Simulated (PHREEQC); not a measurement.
0.11 g of hydrous ferric oxide (600 m²/g; 0.2 weak and 0.005 strong sites per Fe, Dzombak-Morel constants, diffuse double layer) in 1 kg of water with 0.05 mol/kgw of an inert sodium salt and 0.00057 mol NaF, at 25 °C; the pH is set by adding NaOH or the inert anion's acid. Oxygen is held at 0.21 atm. No CO2 enters from the air. Nothing may precipitate in this run.

Base run: PHREEQC, ion-association model, wateq4f.dat. Each further column changes one thing. The table gives surface charge σ (C/m²).

| pH | base | background salt from 0.05 to 0.005 mol/kgw | oxide from 0.11 to 0.55 g/kgw | 3.2e-05 mol/kgw CaCl2 added |
|---|---|---|---|---|
| 4 | 0.151 | 0.069 | 0.197 | 0.151 |
| 4.5 | 0.131 | 0.054 | 0.164 | 0.131 |
| 5.5 | 0.083 | 0.031 | 0.094 | 0.084 |
| 6 | 0.062 | 0.023 | 0.067 | 0.062 |
| 6.5 | 0.044 | 0.016 | 0.046 | 0.044 |
| 7.5 | 0.015 | 0.005 | 0.015 | 0.015 |
| 8 | 0.002 | 0.001 | 0.002 | 0.003 |
| 8.5 | -0.011 | -0.004 | -0.011 | -0.008 |
| 9.5 | -0.047 | -0.019 | -0.047 | -0.035 |
| 10 | -0.074 | -0.032 | -0.074 | -0.056 |
| 10.5 | -0.111 | -0.052 | -0.111 | -0.086 |
| 11.5 | -0.217 | -0.134 | -0.217 | -0.171 |
| 12 | -0.281 | -0.217 | -0.282 | -0.219 |
